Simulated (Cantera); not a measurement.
An isothermal, constant-pressure homogeneous reactor starts with C2H6 : H2 = 1 : 89 (molar parts), at 1350 K and 10.00 Torr.

Computed with Cantera and GRI-Mech 3.0 (53 species, 325 reactions). GRI-Mech 3.0 stops at C3 and has no aromatics, soot or wall deposition, so with more carbon than oxygen in the feed, carbon stays in small species such as C2H2 where larger ones or solid carbon would form. Radical loss at walls, strong at low pressure, is not modelled.

Problem. Predict: x(C2H6) at 8.00 s; x(H2) at 8.00 s; x(C2H2) at 8.00 s; x(CH4) at 8.00 s; x(CH3) at 8.00 s; x(H) at 8.00 s.

Solution. 
- x(C2H6) at 8.00 s: 8.57e-8 (gas-phase equilibrium 6.22e-8)
- x(H2) at 8.00 s: 0.984 (gas-phase equilibrium 0.986)
- x(C2H2) at 8.00 s: 0.00603 (gas-phase equilibrium 0.00783)
- x(CH4) at 8.00 s: 0.00964 (gas-phase equilibrium 0.00591)
- x(CH3) at 8.00 s: 3.76e-6 (gas-phase equilibrium 2.45e-6)
- x(H) at 8.00 s: 1.94e-5 (gas-phase equilibrium 2.06e-5)
